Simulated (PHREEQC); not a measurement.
Solution (25 °C): 0.002 mol/kgw Na2B4O7. Closed to the air; pH follows from the charge balance.

The numbers come from PHREEQC with the ion-association model, wateq4f.dat.

No solid was allowed to form.

Task: Predict the pH, ionic strength.

Result: pH 9.21; ionic strength 0.00400 mol/kgw.

Task: In which forms is B present?

Result: H3BO3 50 %, H2BO3- 50 % of the B.
